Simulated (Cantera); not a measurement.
Charge: 1 mol SiH4, 52 mol N2, equilibrated at 150 Pa.

Cantera equilibrium calculation (NASA polynomials, part measured and part estimated; ideal gas, pure solids and liquids). Candidate condensed phases: Si, Si3N4; 18 gas species. The tables' values for SiN are old estimates; treat these amounts as uncertain. Equilibrium is a limit: real reactors are often held back by kinetics, nucleation or transport. All values below are at 1500 °C.

Base state: N2 0.961, H2 0.0363, Si 0.00142, H 0.00140, Si2N 4.29e-5, SiN 2.59e-5, SiH 1.29e-5 (mole fractions); condensed: Si(l).

### Question
What changes in the equilibrium state with this change: SiH4 replaced by trisilylamine?

### Answer
| species | before | after |
|---|---|---|
| N2 | 0.961 | 0.919 |
| H2 | 0.0363 | 0.0777 |
| H | 0.00140 | 0.00205 |
| Si | 0.00142 | 0.00142 |
| SiH | 1.29e-5 | 1.89e-5 |
| Si2N | 4.29e-5 | 4.20e-5 |
| SiN | 2.59e-5 | 2.53e-5 |
| Si(l), mol | 0.915 | 2.91 |
The feed counts by its element totals alone.
